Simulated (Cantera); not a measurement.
Charge: 1 mol Cu, 0.22 mol H2O, 2.4 mol CO, at 16000 Pa.

Equilibrium computed with Cantera from the NASA thermochemical tables; the gas is ideal and each condensed phase is pure. Candidate condensed phases: C, C6H6, C7H8, C8H18, Cu, CuO, Cu(OH)2, Cu2O, H2O; 113 gas species. Rates play no part.

### Question
Which condensed phases are stable at each of these points (T (K)): 1075, 1150, 1225, 1300, 1375, 1450, 1525, 1600, 1675, 1750, 1825?

### Answer
| T (K) | condensed phases | Cu condensed (%) |
|---|---|---|
| 1075 | Cu(s) | 100.0 |
| 1150 | Cu(s) | 100.0 |
| 1225 | Cu(s) | 100.0 |
| 1300 | Cu(s) | 100.0 |
| 1375 | Cu(l) | 100.0 |
| 1450 | Cu(l) | 100.0 |
| 1525 | Cu(l) | 100.0 |
| 1600 | Cu(l) | 99.9 |
| 1675 | Cu(l) | 99.8 |
| 1750 | Cu(l) | 99.5 |
| 1825 | Cu(l) | 98.8 |

From 1075 K to 1300 K the condensed part is Cu(s). From 1375 K to 1825 K the condensed part is Cu(l).
